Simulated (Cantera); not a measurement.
A closed system holds: 1 mol Si3N4, 0.71 mol Cl2, 1.6 mol H2, equilibrated at 0.0320 bar.

Equilibrium computed with Cantera from the NASA thermochemical tables; the gas is ideal and each condensed phase is pure. Candidate condensed phases: NH4Cl, Si, Si3N4; 28 gas species. The tables' values for SiCl3 are old estimates; treat these amounts as uncertain. Kinetics and transport are ignored.

At 1073 K, list the 5 most abundant gas species with their mole fractions, and the condensed phases.

H2 0.509, HCl 0.392, SiCl4 0.0576, N2 0.0393, SiHCl3 0.000917. Condensed: Si3N4(s).
